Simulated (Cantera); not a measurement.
Feed: 1 mol S, 2.7 mol O2, 0.0086 mol SO2, at 3323.15 K.

Method: chemical equilibrium by Gibbs-energy minimisation in Cantera with the NASA 1993 tables (ideal gas, pure condensed phases). Candidate condensed phases: S; 10 gas species. The numbers say what is thermodynamically allowed, not how fast it happens.

Q: At 0.0750 Torr, list the 4 most abundant gas species with their mole fractions, and the condensed phases.

A: O 0.842, S 0.156, SO 0.00110, O2 0.000747. Condensed: gas only.
